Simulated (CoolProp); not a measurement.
Properties of ammonia at several states (Tc = 405.6 K, pc = 11.36 MPa, ω = 0.256).

Computed with CoolProp (reference Helmholtz-energy equation of state, Gao 2020).

| T (K) | p (MPa) | phase | cv (kJ/(kg K)) | conductivity (mW/(m K)) |
|---|---|---|---|---|
| 394.8 | 0.26 | gas | 1.793 | 36.6 |
| 552.7 | 0.623 | gas | 2.080 | 62.0 |
| 490.4 | 30.3 | supercritical | 2.625 | 146 |

Thermal conductivity comes from a separate model (Tufeu 1984).
